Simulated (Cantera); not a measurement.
# Thermodynamics of boron, boron nitride and boron oxide, feed BCl3 + O2 + H2

Feed: 1 mol BCl3, 0.11 mol O2, 55 mol H2, held at 10000 Pa.

Cantera equilibrium calculation (NASA polynomials, part measured and part estimated; ideal gas, pure solids and liquids). Candidate condensed phases: B, B2O3, B3O3H3, H2O; 33 gas species. The tables' values for BOCl, BCl, BH2, BCl2 are old estimates; treat these amounts as uncertain. Gases not in the tables: BHCl2. Kinetics and transport are ignored.

```tsv
T (°C)	x H2	x HCl	x BCl3	x HBO	x B3O3H3	x B3O3Cl3	x BOCl	x H	n B(s)
750	0.957	0.0367	0.00503	3.79e-6	0.000815	0.000486	4.00e-7	1.28e-8	0.497
850	0.952	0.0445	0.00257	3.47e-5	0.000965	0.000322	3.63e-6	1.31e-7	0.635
950	0.948	0.0490	0.00121	0.000215	0.00104	0.000178	2.10e-5	9.26e-7	0.712
1050	0.946	0.0511	0.000568	0.000931	0.000868	7.53e-5	8.22e-5	4.88e-6	0.748
1150	0.945	0.0519	0.000280	0.00247	0.000324	1.49e-5	0.000197	2.04e-5	0.765
1250	0.944	0.0522	0.000147	0.00333	2.66e-5	6.90e-7	0.000241	7.10e-5	0.769
1350	0.943	0.0523	8.29e-5	0.00347	1.54e-6	2.40e-8	0.000230	0.000212	0.764
```
x: gas mole fraction; n: condensed amount in mol.

From 750 °C to 1350 °C the condensed part is B(s). The main B-bearing gas is BCl3 at 750 °C and HBO at 1350 °C. The share of B in condensed phases is highest at 1250 °C (76.9 %) and lowest at 750 °C (49.7 %).
